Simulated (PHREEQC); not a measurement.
KOH is added in steps, without added water, to 1 kg of water holding 1.5 mmol/kgw CaSO4, 0.28 mmol/kgw NaHCO3 and 0.32 mmol/kgw H4SiO4, at 20 °C. Oxygen is held at 0.21 atm. The system is closed to CO2. Solids allowed: Calcite, Gypsum, Portlandite, SiO2(a), Mirabilite, Nahcolite, Natron. Others were left out.

Base run: PHREEQC, ion-association model, wateq4f.dat. Each further column changes one thing. The table gives C in solution (mol/kgw).

```json
[
 {"KOH added (mol)": "0", "base": "0.000280", "Davies equation for every ion": "0.000280", "database pitzer.dat": "0.000280", "all activity coefficients set to 1": "0.000280", "metal-ligand complexes left out": "0.000280"},
 {"KOH added (mol)": "0.0001335", "base": "0.000184", "Davies equation for every ion": "0.000184", "database pitzer.dat": "0.000179", "all activity coefficients set to 1": "0.000174", "metal-ligand complexes left out": "___"},
 {"KOH added (mol)": "0.0003115", "base": "6.42e-5", "Davies equation for every ion": "6.45e-5", "database pitzer.dat": "___", "all activity coefficients set to 1": "5.20e-5", "metal-ligand complexes left out": "5.49e-5"},
 {"KOH added (mol)": "0.000445", "base": "3.05e-5", "Davies equation for every ion": "3.08e-5", "database pitzer.dat": "2.53e-5", "all activity coefficients set to 1": "___", "metal-ligand complexes left out": "2.28e-5"},
 {"KOH added (mol)": "0.0005785", "base": "1.98e-5", "Davies equation for every ion": "2.00e-5", "database pitzer.dat": "1.46e-5", "all activity coefficients set to 1": "___", "metal-ligand complexes left out": "___"},
 {"KOH added (mol)": "0.0007565", "base": "1.53e-5", "Davies equation for every ion": "1.54e-5", "database pitzer.dat": "1.00e-5", "all activity coefficients set to 1": "1.16e-5", "metal-ligand complexes left out": "8.93e-6"},
 {"KOH added (mol)": "0.00089", "base": "1.41e-5", "Davies equation for every ion": "1.42e-5", "database pitzer.dat": "8.77e-6", "all activity coefficients set to 1": "___", "metal-ligand complexes left out": "7.84e-6"}
]
```

Question: Complete the blanks.

Answer: 
- 0.0001335, metal-ligand complexes left out: 0.000176
- 0.0003115, database pitzer.dat: 5.90e-5
- 0.000445, all activity coefficients set to 1: 2.29e-5
- 0.0005785, all activity coefficients set to 1: 1.49e-5
- 0.0005785, metal-ligand complexes left out: 1.30e-5
- 0.00089, all activity coefficients set to 1: 1.08e-5

 pitzer.dat has no redox and few complexes: it carries them in its interaction parameters. Solids allowed in the column 'database pitzer.dat': Arcanite, Calcite, Burkeite, Gaylussite, Glaserite, Glauberite, Gypsum, Anhydrite, Kalicinite, Mirabilite, Misenite, Nahcolite, Natron, Pirssonite, Portlandite, SiO2(a), Syngenite, Thenardite, Trona.
